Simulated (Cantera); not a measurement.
Charge: 1 mol SO₂, equilibrated at 1 atm.

Method: chemical equilibrium by Gibbs-energy minimisation in Cantera with the NASA 1993 tables (ideal gas, pure condensed phases). Candidate condensed phases: S; 10 gas species. Equilibrium is a limit: real reactors are often held back by kinetics, nucleation or transport. All values below are at 2900 K.

Base state: SO₂ 0.784, SO 0.130, O₂ 0.0611, O 0.0195, S 0.00463, S₂ 0.000622, SO₃ 0.000197, S₂O 0.000146 (mole fractions); condensed: gas only.

**Question.** What changes in the equilibrium state with this change: pressure from 1 atm to 10.0 Torr?

**Answer.** 
```json
[
 {"species": "SO", "before": "0.130", "after": "0.304"},
 {"species": "SO₂", "before": "0.784", "after": "0.284"},
 {"species": "O", "before": "0.0195", "after": "0.229"},
 {"species": "S", "before": "0.00463", "after": "0.0701"},
 {"species": "O₂", "before": "0.0611", "after": "0.111"},
 {"species": "SO₃", "before": "0.000197", "after": "1.10e-5"},
 {"species": "S₂", "before": "0.000622", "after": "0.00187"},
 {"species": "S₂O", "before": "0.000146", "after": "6.79e-5"}
]
```
